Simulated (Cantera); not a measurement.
What does this Cantera script print?

```python
import numpy as np
import cantera as ct

gas = ct.Solution("gri30.yaml")
gas.TPX = 498, 500000, {'CH3OH': 1, 'O2': 1.61, 'N2': 6.06}
flame = ct.FreeFlame(gas, width=0.013)
flame.set_refine_criteria(ratio=3, slope=0.08, curve=0.16)
flame.transport_model = "mixture-averaged"
flame.solve(loglevel=0, auto=True)
z, T = flame.grid, flame.T
thick = (T[-1] - T[0]) / np.gradient(T, z).max()
show = ['CH3OH', 'O2', 'HO2', 'CH2O', 'CH3', 'NO']
print(f"laminar burning velocity  {flame.velocity[0] * 100:.3f} cm/s")
print(f"burnt temperature         {T[-1]:.1f} K")
print(f"thermal thickness         {thick * 1e3:.4f} mm")
print(f"grid points               {len(z)}")
z0 = z[flame.heat_release_rate.argmax()]
print(f"{'z/mm':>9s}{'T/K':>9s}{'u/(m/s)':>9s}" + "".join(f"{s:>11s}" for s in show))
rows = []
for k in (-3, -2, -1.5, -1, -0.5, -0.25, 0, 0.25, 0.5, 1, 2, 4, 8):
    zz = z0 + k * thick
    rows.append([k * thick, np.interp(zz, z, T), np.interp(zz, z, flame.velocity),
                 *(np.interp(zz, z, flame.X[gas.species_index(s)]) for s in show)])
    print(f"{rows[-1][0] * 1e3:9.3f}{rows[-1][1]:9.1f}{rows[-1][2]:9.3f}" + "".join(f"{x:11.3e}" for x in rows[-1][3:]))
```

Result:

```
laminar burning velocity  56.711 cm/s
burnt temperature         2316.0 K
thermal thickness         0.0897 mm
grid points               143
     z/mm      T/K  u/(m/s)      CH3OH         O2        HO2       CH2O        CH3         NO
   -0.269    498.3    0.568  1.152e-01  1.854e-01  1.357e-07  5.238e-07  4.208e-15  5.894e-11
   -0.179    501.7    0.573  1.148e-01  1.847e-01  1.650e-06  9.099e-06  1.102e-13  7.387e-10
   -0.135    511.6    0.587  1.141e-01  1.833e-01  6.349e-06  4.209e-05  6.941e-13  2.982e-09
   -0.090    580.0    0.671  1.099e-01  1.765e-01  4.484e-05  3.911e-04  3.282e-11  2.574e-08
   -0.045    927.9    1.105  8.232e-02  1.443e-01  3.806e-04  3.272e-03  3.093e-08  3.864e-07
   -0.022   1299.7    1.586  4.519e-02  1.086e-01  1.276e-03  7.216e-03  2.130e-06  1.516e-06
    0.000   1717.7    2.145  4.600e-03  6.686e-02  1.188e-03  4.169e-03  4.963e-05  4.220e-06
    0.022   1897.9    2.363  1.159e-05  4.301e-02  5.912e-05  4.128e-05  5.117e-06  7.185e-06
    0.045   1993.5    2.465  1.838e-08  3.274e-02  3.179e-05  1.770e-07  1.903e-07  1.022e-05
    0.090   2104.4    2.581  2.383e-11  2.534e-02  1.698e-05  6.988e-10  6.956e-10  1.546e-05
    0.179   2202.3    2.686  2.047e-15  2.031e-02  8.297e-06  1.348e-10  5.921e-14  2.334e-05
    0.359   2269.2    2.756  5.629e-17  1.696e-02  4.319e-06  5.553e-11  2.488e-16  3.438e-05
    0.718   2303.1    2.791  1.762e-17  1.517e-02  2.940e-06  2.712e-11  7.868e-17  5.018e-05
```

Computed with Cantera and GRI-Mech 3.0 (53 species, 325 reactions). GRI-Mech 3.0 was tuned for natural gas; its chemistry of methanol as a main component is partial and can be far from experiment. Burning velocities carry a grid error of a few per cent, more on coarse grids.
